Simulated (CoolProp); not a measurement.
A single-stage vapour-compression cycle with propane: evaporating at 216.15 K (dew point), condensing at 286.15 K (bubble point), superheat 8 K, subcooling 5 K, compressor efficiency 0.65, no pressure losses. Each further row changes one setting.

The numbers come from the reference Helmholtz-energy equation of state, Lemmon 2009 in CoolProp.

```
case                              cooling COP  pressure ratio  discharge temperature (K)  refrigerating effect (kJ/kg)  volumetric capacity (kJ/m³)
--------------------------------  -----------  --------------  -------------------------  ----------------------------  ---------------------------
as stated                                 [?]            13.9                      351.4                           299                          360
evaporating temperature 221.15 K          [?]             [?]                      345.2                           305                          463
condensing temperature 281.15 K           [?]             [?]                      344.5                           311                          375
subcooling 10 K                          1.60            13.9                      351.4                           311                          375
superheat 18 K                           1.54            13.9                      362.7                           313                          360
compressor efficiency 0.55               1.30            13.9                      368.9                           299                          360
```

### Question
What belongs in the gaps?

### Answer

- as stated, cooling COP: 1.53
- evaporating temperature 221.15 K, cooling COP: 1.73
- evaporating temperature 221.15 K, pressure ratio: 10.8
- condensing temperature 281.15 K, cooling COP: 1.70
- condensing temperature 281.15 K, pressure ratio: 12.0
